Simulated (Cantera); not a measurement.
Input: 1 mol SiO2, 0.0044 mol Si, 0.074 mol H2, 0.42 mol C, at 2025 K and 10000 Pa.

Method: chemical equilibrium by Gibbs-energy minimisation in Cantera with the NASA 1993 tables (ideal gas, pure condensed phases). Candidate condensed phases: C, C6H6, C7H8, C8H18, H2O, Si, SiC, SiO2; 123 gas species. The tables hold silica as quartz up to 1696 K and as liquid above; real silica turns to tridymite and cristobalite and melts near 1996 K. Rates play no part.

Base state: SiO 0.464, CO 0.454, H2 0.0791, H 0.00171, CO2 0.000222, H2O 0.000180 (mole fractions); condensed: SiO2(l).

Question: What changes in the equilibrium state with this change: pressure from 10000 Pa to 101000 Pa?

Answer: 
```tsv
species	before	after
CO	0.454	0.611
SiO	0.464	0.248
H2	0.0791	0.141
CO2	0.000222	5.51e-5
H2O	0.000180	5.93e-5
Si	7.68e-6	2.21e-5
H	0.00171	0.000717
SiO2(l), mol	0.575	0.775
SiC(s), mol	0	0.0996
```
Mutual solubility and eutectic melting of coexisting phases are not modelled.
